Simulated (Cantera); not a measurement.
A closed system holds: 1 mol FeS₂, 0.52 mol SO₃, 3.9 mol CO₂, equilibrated at 0.0890 bar.

These are equilibrium values from Cantera (NASA tables, ideal gas, pure condensed phases), not measurements of a reactor. Candidate condensed phases: C, Fe, Fe(CO)₅, FeO, FeS, FeSO₄, FeS₂, Fe₂O₃, Fe₂(SO₄)₃, Fe₃O₄, S; 25 gas species. Metal and sulfide melt together well below either melting point, which pure phases cannot show. Mutual solubility and eutectic melting of coexisting phases are not modelled. The tables' stoichiometric FeO is somewhat more stable than real wüstite, so its field is too wide. FeO, FeS: taken at fixed stoichiometry. The numbers say what is thermodynamically allowed, not how fast it happens.

Q: At 1327 °C, list the 4 most abundant gas species with their mole fractions, and the condensed phases.

A: CO₂ 0.466, CO 0.231, SO₂ 0.179, S₂ 0.113. Condensed: FeO(s) + FeS(l).
